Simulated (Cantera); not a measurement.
An adiabatic, constant-pressure homogeneous reactor starts with CH4 : O2 : N2 = 1 : 1.82 : 21.8 (molar parts), at 1550 K and 750 Torr.

Cantera simulation using GRI-Mech 3.0 (53 species, 325 reactions); the numbers are that mechanism's predictions, not measurements.

x: mole fraction; the columns are a selection and need not sum to one.

```tsv
t (s)	T (K)	x CH4	x O2	x CH2O	x C2H6	x CO	x C2H
3.00e-6	1550	0.0406	0.0739	9.13e-10	<1e-12	<1e-12	<1e-12
7.44e-6	1550	0.0406	0.0739	___	1.52e-11	1.07e-11	<1e-12
1.85e-5	1550	0.0406	0.0739	___	2.83e-10	1.14e-10	<1e-12
4.58e-5	1550	0.0406	0.0739	___	5.13e-9	1.48e-9	<1e-12
0.000114	1550	0.0406	0.0739	___	1.03e-7	2.65e-8	<1e-12
0.000282	1550	0.0405	0.0739	___	2.45e-6	7.14e-7	<1e-12
0.000698	1551	0.0401	0.0737	___	5.51e-5	2.86e-5	<1e-12
0.00173	1586	0.0318	0.0681	___	0.000801	0.00282	8.05e-10
0.00430	2234	<1e-12	0.00237	3.45e-11	<1e-12	0.0136	<1e-12
0.0107	2274	<1e-12	0.000910	2.52e-11	<1e-12	0.0117	<1e-12
0.0264	2279	<1e-12	0.000679	2.42e-11	<1e-12	0.0114	<1e-12
0.0655	2278	<1e-12	0.000651	2.46e-11	<1e-12	0.0115	<1e-12
0.163	2277	<1e-12	0.000625	2.51e-11	<1e-12	0.0116	<1e-12
0.403	2276	<1e-12	0.000615	2.53e-11	<1e-12	0.0116	<1e-12
1.00	2276	<1e-12	0.000614	2.53e-11	<1e-12	0.0116	<1e-12
```

Task: Complete the blanks.

Result: 
- 7.44e-6, x CH2O: 6.81e-9
- 1.85e-5, x CH2O: 4.79e-8
- 4.58e-5, x CH2O: 3.35e-7
- 0.000114, x CH2O: 2.50e-6
- 0.000282, x CH2O: 2.01e-5
- 0.000698, x CH2O: 0.000156
- 0.00173, x CH2O: 0.00106
